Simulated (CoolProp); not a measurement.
Values from CoolProp's reference Helmholtz-energy equation of state, Lemmon 2022.

**Question.** For R1234yf, give the phase and the density (kg/m³), cp (kJ/(kg K)), expansivity (1/kK), viscosity (µPa s) at 373.8 K and 4.35 MPa.

**Answer.** 
- 373.8 K and 4.35 MPa: supercritical; density 684, cp 2.74, expansivity 24.2, viscosity 54.1

Viscosity comes from a separate model (Bell 2016), an estimate that may be off by 10 % or more.
